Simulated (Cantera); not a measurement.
Ignition delay

Mixture: 19.6 % H2, 13.8 % O2, 52.0 % N2, 14.5 % H2O, at 2330 Torr, adiabatic and at constant pressure. Ignition delay is the time to a rise of 400 K.

Detailed kinetics in Cantera: the H2/O2 subset of GRI-Mech 3.0, which has no nitrogen chemistry. The hydrogen kinetics of GRI-Mech 3.0 are dated; newer H2 mechanisms differ, most at raised pressure. Below about 950 K walls govern HO2 and H2O2 in real vessels.

| T0 (K) | delay (ms) |
|---|---|
| 875 | 630 |
| 975 | 42.6 |
| 1075 | 3.80 |
| 1175 | 0.218 |
| 1275 | 0.0206 |
| 1375 | 0.0102 |
| 1475 | 0.00670 |
| 1575 | 0.00509 |

The apparent activation energy between 1375 and 1575 K is 62 kJ/mol.
